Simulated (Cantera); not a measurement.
Diamond growth

A diamond (100) surface in a fixed gas of H2 with x(CH4) = 0.0027, x(H) = 0.0048, x(CH3) = 0.00033, at 1125 K; coverages are run to steady state.

Cantera simulation using the Harris–Goodwin 1993 mechanism for the reconstructed diamond (100) surface; the numbers are that mechanism's predictions, not measurements.

```json
[
 {"P (Pa)": "660", "growth (µm/h)": "0.383", "θ c6HH": "0.491", "θ c6H*": "0.0302", "θ c6*H": "0.452", "θ c6**": "0.0201", "θ c6HM": "0.00381"},
 {"P (Pa)": "1200", "growth (µm/h)": "1.01", "θ c6HH": "0.490", "θ c6H*": "0.0301", "θ c6*H": "0.450", "θ c6**": "0.0200", "θ c6HM": "0.00607"},
 {"P (Pa)": "2200", "growth (µm/h)": "2.62", "θ c6HH": "0.488", "θ c6H*": "0.0300", "θ c6*H": "0.448", "θ c6**": "0.0199", "θ c6HM": "0.00904"},
 {"P (Pa)": "4100", "growth (µm/h)": "6.51", "θ c6HH": "0.485", "θ c6H*": "0.0298", "θ c6*H": "0.446", "θ c6**": "0.0198", "θ c6HM": "0.0124"},
 {"P (Pa)": "7500", "growth (µm/h)": "14.6", "θ c6HH": "0.483", "θ c6H*": "0.0297", "θ c6*H": "0.443", "θ c6**": "0.0197", "θ c6HM": "0.0155"},
 {"P (Pa)": "14000", "growth (µm/h)": "31.3", "θ c6HH": "0.481", "θ c6H*": "0.0296", "θ c6*H": "0.442", "θ c6**": "0.0196", "θ c6HM": "0.0179"},
 {"P (Pa)": "25000", "growth (µm/h)": "60.4", "θ c6HH": "0.480", "θ c6H*": "0.0297", "θ c6*H": "0.440", "θ c6**": "0.0196", "θ c6HM": "0.0195"},
 {"P (Pa)": "46000", "growth (µm/h)": "117", "θ c6HH": "0.479", "θ c6H*": "0.0298", "θ c6*H": "0.439", "θ c6**": "0.0196", "θ c6HM": "0.0205"}
]
```
θ: site fractions in the mechanism's names (c6HH fully hydrogenated, c6H* and c6*H radical sites, c6** diradical, c6HM methylated).
